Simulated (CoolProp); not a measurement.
A simple Rankine cycle with n-pentane: condensing at 308.15 K, boiler at 2.64 MPa, turbine inlet 469 K, turbine efficiency 0.6, pump efficiency 0.7, no recuperator. Each further row changes one setting.

Values from CoolProp's reference Helmholtz-energy equation of state, Thol 2019.

| case | thermal efficiency (%) | net work (kJ/kg) | heat in (kJ/kg) | turbine exit temperature (K) | volume ratio over the turbine |
|---|---|---|---|---|---|
| as stated | 12.5 | 77.2 | 617 | 401.4 | 35.8 |
| turbine inlet 489 K | 12.4 | 84.4 | 679 | 426.5 | 32.6 |
| condensing temperature 300.15 K | 13.3 | 84.4 | 635 | 397.7 | 47.2 |
| boiler pressure 1.85 MPa | 11.7 | 75.6 | 648 | 416.6 | 21.4 |
| turbine efficiency 0.5 | 10.3 | 63.4 | 617 | 407.8 | 36.4 |
